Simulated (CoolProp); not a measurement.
Values from CoolProp's reference Helmholtz-energy equation of state, Thol 2022.

### Question
For vinyl chloride, give the phase and the density (kg/m³), cp (kJ/(kg K)), cv (kJ/(kg K)), isothermal compressibility (1/MPa) at -60.55 °C and 7000 kPa.

### Answer
- -60.55 °C and 7000 kPa: liquid; density 1060, cp 1.48, cv 0.897, isothermal compressibility 0.000897
